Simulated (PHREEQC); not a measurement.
1 kg of water holding 0.11 mol Na2CO3 meets 20 L of dry gas (H2 0.56, N2 0.44 by moles) at fixed total pressure, at 100 °C; fugacities by Peng-Robinson. The gases take part in no redox reaction, some water evaporates into the gas, and hydrates or a liquid gas phase aren't modelled. Nothing may precipitate in this run.

Equilibrium calculation in PHREEQC: ion-association model, phreeqc.dat.

Predict dissolved H2 (mol/kgw), dissolved N2 (mol/kgw) at P (atm) = 20, 100.


```tsv
P (atm)	dissolved H2 (mol/kgw)	dissolved N2 (mol/kgw)
20	0.00807	0.00365
100	0.0400	0.0179
```

Species that the database lacks are ignored. Away from 25 °C the constants follow the database's enthalpies or fits; those with neither stay at their 25 °C values.
